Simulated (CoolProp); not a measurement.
A closed Brayton cycle with dry air: compressor inlet 314.15 K and 4.3 MPa, high pressure 10.5 MPa, turbine inlet 960 K, compressor efficiency 0.8, turbine efficiency 0.9, recuperator effectiveness 0 (on enthalpy, no pinch check). Each further row changes one setting.

The numbers come from the reference Helmholtz-energy equation of state, Lemmon 2000 in CoolProp. It is a pseudo-pure fit of the blend.

| case | thermal efficiency (%) | net work (kJ/kg) | compressor to turbine work | compressor exit (K) | turbine exit (K) |
|---|---|---|---|---|---|
| as stated | … | 86.3 | 0.57 | 428.8 | 782.3 |
| turbine inlet 910 K | … | 75.6 | … | 428.8 | … |
| compressor inlet 324.15 K | 14.5 | 82.3 | 0.59 | … | 782.3 |
| high pressure 8.92 MPa | 12.6 | 76.2 | 0.55 | … | 812.2 |
| recuperator effectiveness 0.5 | … | 86.3 | 0.57 | 428.8 | 782.3 |

Fill in the missing entries.


- as stated, thermal efficiency (%): 14.8
- turbine inlet 910 K, thermal efficiency (%): 14.3
- turbine inlet 910 K, compressor to turbine work: 0.61
- turbine inlet 910 K, turbine exit (K): 740.0
- compressor inlet 324.15 K, compressor exit (K): 442.3
- high pressure 8.92 MPa, compressor exit (K): 405.6
- recuperator effectiveness 0.5, thermal efficiency (%): 21.8
